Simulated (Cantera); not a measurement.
What does this Cantera script print?

```python
import numpy as np
import cantera as ct

gas_names = """
    CL CL2 H HCL H2 Si SiCL SiCL2 SiCL3 SiCL4 SiH SiHCL3 SiH2 SiH2CL2 SiH3 SiH3CL SiH4 Si2 Si3
""".split()
cond_names = """
    Si(cr) Si(L)
""".split()


# ... load() reads the species with a 1 bar reference pressure and builds the phases ...
atoms = {
    'Si2H6': {'Si': 2, 'H': 6},
    'Cl2': {'CL': 2},
    'H2': {'H': 2},
}
top_T = {}  # K; cautious upper limits of use, not melting points


# ... equilibrate(T, P, feed) seeds the gas with the atoms and calls Mixture.equilibrate('TP', solver="vcs", rtol=1e-11, max_steps=5000) ...
results = []
feed = {'Si2H6': 1, 'Cl2': 0.0046, 'H2': 920}  # mol
T = 1625  # K
P = 133.322  # Pa
mix = equilibrate(T, P, feed)
results.append((T, P, feed, dict(zip(mix.species_names, mix.species_moles))))
x = sorted(zip(gas.X, gas.species_names), reverse=True)
print(f"T = {T:g} K  P = {P:g} Pa  gas = {mix.phase_moles(0):.4g} mol")
print("   x: " + "  ".join(f"{s} {v:.3e}" for v, s in x if v > 1e-06))
print("   condensed (mol): " + ("  ".join(f"{mix.phase(i).name} {mix.phase_moles(i):.4g}"
      for i in range(1, mix.n_phases) if mix.phase_moles(i) > 1e-12) or "none"))
```

Result:

```
T = 1625 K  P = 133.322 Pa  gas = 924 mol
   x: H2 9.979e-01  H 1.930e-03  Si 1.222e-04  HCL 9.929e-06  SiH 8.880e-06  SiH2 6.597e-06
   condensed (mol): Si(cr) 1.872
```

Equilibrium computed with Cantera from the NASA thermochemical tables; the gas is ideal and each condensed phase is pure. The feed counts by its element totals alone.
